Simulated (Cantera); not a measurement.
Feed: 1 mol C3H6, 0.034 mol CO2, held at 7.50 Torr.

Method: chemical equilibrium by Gibbs-energy minimisation in Cantera with the NASA 1993 tables (ideal gas, pure condensed phases). Candidate condensed phases: C, C6H6, C7H8, C8H18, H2O; 110 gas species. Rates play no part. All values below are at 725 °C.

Base state: H2 0.977, CO 0.0221, CH4 0.000931, H2O 8.81e-5 (mole fractions); condensed: C(graphite).

Question: What changes in the equilibrium state with this change: CO2 from 0.034 to 1.8 mol?

Answer: 
```
species             before     after
----------------  --------  --------
CO                  0.0221     0.543
H2                   0.977     0.454
CO2                2.89e-6   0.00174
H2O                8.81e-5   0.00101
CH4               0.000931  0.000202
C(graphite), mol      2.96      1.22
```
